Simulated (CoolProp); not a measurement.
A simple Rankine cycle with R1233zd(E): condensing at 319.15 K, boiler at 1.69 MPa, turbine inlet 398.5 K, turbine efficiency 0.6, pump efficiency 0.7, no recuperator. Each further row changes one setting.

Values from CoolProp's reference Helmholtz-energy equation of state, Akasaka 2022.

| case | thermal efficiency (%) | net work (kJ/kg) | heat in (kJ/kg) | turbine exit temperature (K) | volume ratio over the turbine |
|---|---|---|---|---|---|
| as stated | 8.9 | 20.0 | 225 | [?] | 7.67 |
| turbine inlet 418.5 K | 8.9 | 22.3 | [?] | [?] | 7.20 |
| condensing temperature 311.15 K | [?] | 22.9 | [?] | 343.6 | 9.85 |
| boiler pressure 1.18 MPa | 7.6 | 18.0 | 237 | 363.1 | [?] |
| turbine efficiency 0.5 | 7.3 | 16.4 | 225 | 352.2 | 7.78 |

Q: Some entries are withheld; supply them.

A: 
- as stated, turbine exit temperature (K): 348.2
- turbine inlet 418.5 K, heat in (kJ/kg): 249
- turbine inlet 418.5 K, turbine exit temperature (K): 372.0
- condensing temperature 311.15 K, thermal efficiency (%): 9.7
- condensing temperature 311.15 K, heat in (kJ/kg): 235
- boiler pressure 1.18 MPa, volume ratio over the turbine: 4.83
